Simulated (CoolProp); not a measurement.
Properties of sulfur dioxide along the isotherm 209.55 °C.

Values from CoolProp's reference Helmholtz-energy equation of state, Gao 2016.

```json
[
 {"p (bar)": "2.46", "phase": "gas", "cp (kJ/(kg K))": "0.7265", "cv (kJ/(kg K))": "0.5917", "isothermal compressibility (1/MPa)": "4.095", "expansivity (1/kK)": "2.127", "fugacity coefficient": "0.9928"},
 {"p (bar)": "4.93", "phase": "gas", "cp (kJ/(kg K))": "0.7342", "cv (kJ/(kg K))": "0.5942", "isothermal compressibility (1/MPa)": "2.059", "expansivity (1/kK)": "2.184", "fugacity coefficient": "0.9856"},
 {"p (bar)": "7.39", "phase": "gas", "cp (kJ/(kg K))": "0.7422", "cv (kJ/(kg K))": "0.5967", "isothermal compressibility (1/MPa)": "1.384", "expansivity (1/kK)": "2.243", "fugacity coefficient": "0.9784"},
 {"p (bar)": "9.86", "phase": "gas", "cp (kJ/(kg K))": "0.7505", "cv (kJ/(kg K))": "0.5993", "isothermal compressibility (1/MPa)": "1.045", "expansivity (1/kK)": "2.305", "fugacity coefficient": "0.9712"},
 {"p (bar)": "12.3", "phase": "gas", "cp (kJ/(kg K))": "0.7590", "cv (kJ/(kg K))": "0.6019", "isothermal compressibility (1/MPa)": "0.8448", "expansivity (1/kK)": "2.368", "fugacity coefficient": "0.9642"},
 {"p (bar)": "14.8", "phase": "gas", "cp (kJ/(kg K))": "0.7681", "cv (kJ/(kg K))": "0.6046", "isothermal compressibility (1/MPa)": "0.7080", "expansivity (1/kK)": "2.435", "fugacity coefficient": "0.9570"},
 {"p (bar)": "17.3", "phase": "gas", "cp (kJ/(kg K))": "0.7775", "cv (kJ/(kg K))": "0.6073", "isothermal compressibility (1/MPa)": "0.6109", "expansivity (1/kK)": "2.505", "fugacity coefficient": "0.9498"},
 {"p (bar)": "19.7", "phase": "gas", "cp (kJ/(kg K))": "0.7869", "cv (kJ/(kg K))": "0.6100", "isothermal compressibility (1/MPa)": "0.5410", "expansivity (1/kK)": "2.575", "fugacity coefficient": "0.9429"},
 {"p (bar)": "22.2", "phase": "gas", "cp (kJ/(kg K))": "0.7971", "cv (kJ/(kg K))": "0.6128", "isothermal compressibility (1/MPa)": "0.4844", "expansivity (1/kK)": "2.651", "fugacity coefficient": "0.9357"},
 {"p (bar)": "24.6", "phase": "gas", "cp (kJ/(kg K))": "0.8073", "cv (kJ/(kg K))": "0.6156", "isothermal compressibility (1/MPa)": "0.4410", "expansivity (1/kK)": "2.727", "fugacity coefficient": "0.9289"},
 {"p (bar)": "27.1", "phase": "gas", "cp (kJ/(kg K))": "0.8184", "cv (kJ/(kg K))": "0.6186", "isothermal compressibility (1/MPa)": "0.4042", "expansivity (1/kK)": "2.810", "fugacity coefficient": "0.9218"},
 {"p (bar)": "29.6", "phase": "gas", "cp (kJ/(kg K))": "0.8299", "cv (kJ/(kg K))": "0.6216", "isothermal compressibility (1/MPa)": "0.3736", "expansivity (1/kK)": "2.896", "fugacity coefficient": "0.9147"},
 {"p (bar)": "32", "phase": "gas", "cp (kJ/(kg K))": "0.8415", "cv (kJ/(kg K))": "0.6245", "isothermal compressibility (1/MPa)": "0.3489", "expansivity (1/kK)": "2.982", "fugacity coefficient": "0.9080"},
 {"p (bar)": "34.5", "phase": "gas", "cp (kJ/(kg K))": "0.8540", "cv (kJ/(kg K))": "0.6276", "isothermal compressibility (1/MPa)": "0.3270", "expansivity (1/kK)": "3.076", "fugacity coefficient": "0.9009"},
 {"p (bar)": "37", "phase": "gas", "cp (kJ/(kg K))": "0.8672", "cv (kJ/(kg K))": "0.6308", "isothermal compressibility (1/MPa)": "0.3081", "expansivity (1/kK)": "3.175", "fugacity coefficient": "0.8939"},
 {"p (bar)": "39.4", "phase": "gas", "cp (kJ/(kg K))": "0.8804", "cv (kJ/(kg K))": "0.6339", "isothermal compressibility (1/MPa)": "0.2923", "expansivity (1/kK)": "3.274", "fugacity coefficient": "0.8872"}
]
```
